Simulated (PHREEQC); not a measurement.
Solution (25 °C): 93 mmol/kgw Cu(NO3)2, 0.6 mmol/kgw HNO3 and 2 mmol/kgw H3BO3. Closed to the air; pH follows from the charge balance.

Computed with PHREEQC (ion-association model, phreeqc.dat).

Task: The ionic strength comes out as 0.280 mol/kgw. What activity coefficients do Cu+2, H+, NO3- get?

Result: Cu+2 0.30, H+ 0.79, NO3- 0.67.

Precipitation was switched off in this run.
